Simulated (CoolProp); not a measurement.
Vapour-liquid equilibrium of dimethyl carbonate (1) + n-nonane (2) at 900 kPa; x and y are mole fractions of (1).

Model: multi-fluid Helmholtz-energy mixture model, Zhou 2011 and Lemmon 2006; pair parameters Bell 2016, in CoolProp.

```csv
x,"bubble temperature, mixture model (°C)","bubble temperature, Raoult's law (°C)","y, mixture model","y, Raoult's law"
0.05,246.4,249.6,0.167,0.166
0.15,226.6,236.1,0.432,0.406
0.25,212.0,225.1,0.595,0.570
0.35,…,215.8,…,0.686
0.45,…,207.9,0.757,0.772
0.55,190.1,201.0,0.803,0.838
0.65,186.5,194.9,0.840,0.889
0.75,…,189.5,…,0.929
0.85,181.1,184.7,…,0.962
0.95,179.1,180.3,…,0.988
```

### Question
Some entries are withheld; supply them.

### Answer

- 0.35, bubble temperature, mixture model (°C): 201.9
- 0.35, y, mixture model: 0.694
- 0.45, bubble temperature, mixture model (°C): 195.0
- 0.75, bubble temperature, mixture model (°C): 183.6
- 0.75, y, mixture model: 0.875
- 0.85, y, mixture model: 0.914
- 0.95, y, mixture model: 0.966

The largest gap from Raoult's law is -13.9 K in bubble temperature, at x = 0.35. No azeotrope shows between x = 0.05 and 0.95.

The pair parameters rest on a limited set of measurements; away from them the model extrapolates.
